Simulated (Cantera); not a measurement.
A closed system holds: 1 mol Si, 1.1 mol HCl, 0.93 mol H2, at 1498.15 K and 16500 Torr.

These are equilibrium values from Cantera (NASA tables, ideal gas, pure condensed phases), not measurements of a reactor. Candidate condensed phases: Si; 19 gas species. The tables' values for SiCl3 are old estimates; treat these amounts as uncertain. Gases not in the tables: Si2H6 and higher silanes. Kinetics and transport are ignored.

Question: What is the equilibrium state?

Answer: 
```
Quantity       Result
----------  ---------
x(H2)           0.755
x(HCl)         0.0694
x(SiHCl3)      0.0652
x(SiCl4)       0.0582
x(SiCl2)       0.0205
x(SiCl3)       0.0193
x(SiH2Cl2)     0.0116
x(SiH3Cl)    0.000605
x(SiH4)       1.28e-5
n(Si(s))    0.689 mol
gas amount  1.772 mol
```
